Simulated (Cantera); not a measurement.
A freely propagating, adiabatic, planar premixed flame of 8.28 % CH4, 18.0 % O2, 73.8 % N2, equivalence ratio 0.92, unburnt at 475 K and 0.132 atm; mixture-averaged transport, grid criteria slope 0.08 and curve 0.16, no radiation.

Cantera simulation using GRI-Mech 3.0 (53 species, 325 reactions); the numbers are that mechanism's predictions, not measurements. Burning velocities carry a grid error of a few per cent, more on coarse grids.

**Question.** Predict: laminar burning velocity; thermal thickness; peak x(CH2O); peak x(C2H); peak x(H).

**Answer.** 
```
Quantity                    Result
------------------------  --------
laminar burning velocity  107 cm/s
thermal thickness          2.34 mm
peak x(CH2O)              0.000836
peak x(C2H)                7.31e-8
peak x(H)                   0.0129
```
